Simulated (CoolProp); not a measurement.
Vapour pressure (MPa) of chloromethane (R40): the reference equation beside estimates from Tc = 418.6 K, pc = 6.929 MPa, ω = 0.150. Clausius-Clapeyron is anchored at 316.3 K with a constant enthalpy of vaporisation of 17.69 kJ/mol.

Computed with CoolProp (reference Helmholtz-energy equation of state, Thol 2014).

```json
[
 {"T (K)": "288.4", "reference": "0.4303", "Clausius-Clapeyron": "0.4942", "Soave-Redlich-Kwong": "0.4246"},
 {"T (K)": "293.1", "reference": "0.4971", "Clausius-Clapeyron": "0.5563", "Soave-Redlich-Kwong": "0.4912"},
 {"T (K)": "297.7", "reference": "0.5698", "Clausius-Clapeyron": "0.6223", "Soave-Redlich-Kwong": "0.5639"},
 {"T (K)": "302.4", "reference": "0.6520", "Clausius-Clapeyron": "0.6954", "Soave-Redlich-Kwong": "0.6462"},
 {"T (K)": "307", "reference": "0.7408", "Clausius-Clapeyron": "0.7727", "Soave-Redlich-Kwong": "0.7352"},
 {"T (K)": "311.7", "reference": "0.8404", "Clausius-Clapeyron": "0.8578", "Soave-Redlich-Kwong": "0.8352"},
 {"T (K)": "316.3", "reference": "0.9473", "Clausius-Clapeyron": "0.9473", "Soave-Redlich-Kwong": "0.9427"},
 {"T (K)": "321", "reference": "1.066", "Clausius-Clapeyron": "1.045", "Soave-Redlich-Kwong": "1.063"},
 {"T (K)": "325.6", "reference": "1.194", "Clausius-Clapeyron": "1.148", "Soave-Redlich-Kwong": "1.191"},
 {"T (K)": "330.3", "reference": "1.334", "Clausius-Clapeyron": "1.260", "Soave-Redlich-Kwong": "1.333"},
 {"T (K)": "334.9", "reference": "1.484", "Clausius-Clapeyron": "1.376", "Soave-Redlich-Kwong": "1.484"},
 {"T (K)": "339.6", "reference": "1.649", "Clausius-Clapeyron": "1.503", "Soave-Redlich-Kwong": "1.651"},
 {"T (K)": "344.2", "reference": "1.823", "Clausius-Clapeyron": "1.634", "Soave-Redlich-Kwong": "1.827"},
 {"T (K)": "348.9", "reference": "2.014", "Clausius-Clapeyron": "1.776", "Soave-Redlich-Kwong": "2.020"}
]
```

Absolute difference from the reference over all 14 rows, mean and median: Clausius-Clapeyron 7.0 and 7.0 %, Soave-Redlich-Kwong 0.5 and 0.4 %.
